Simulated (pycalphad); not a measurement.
Computed with pycalphad from the COST 507 light-alloy database (1999), at 1 atm. The data set is of 1999 and partly superseded. Diffusion is slow at the low end, where real alloys seldom reach equilibrium.

Al-2.13Si-3.05Mn (at.%): equilibrium cooling sequence

```
T (°C)                         phases above                         phases below
------  -----------------------------------  -----------------------------------
758.9                                LIQUID                 ALMNSI_BETA + LIQUID
697.3                  ALMNSI_BETA + LIQUID  ALMNSI_ALPHA + ALMNSI_BETA + LIQUID
688.3   ALMNSI_ALPHA + ALMNSI_BETA + LIQUID                ALMNSI_ALPHA + LIQUID
651.6                 ALMNSI_ALPHA + LIQUID       ALMNSI_ALPHA + FCC_A1 + LIQUID
638.0        ALMNSI_ALPHA + FCC_A1 + LIQUID                ALMNSI_ALPHA + FCC_A1
253.7                 ALMNSI_ALPHA + FCC_A1   ALMNSI_ALPHA + DIAMOND_A4 + FCC_A1
```

Changes were sought between steps of 50 K, so a narrower field can be missed.

Database names, with the compositions (at.%) that they take in these runs: ALMNSI_BETA: Al 70 Mn 23 Si 7; ALMNSI_ALPHA: Al 71-74 Mn 17 Si 9-12. FCC_A1 is fcc; DIAMOND_A4 is diamond (Si).
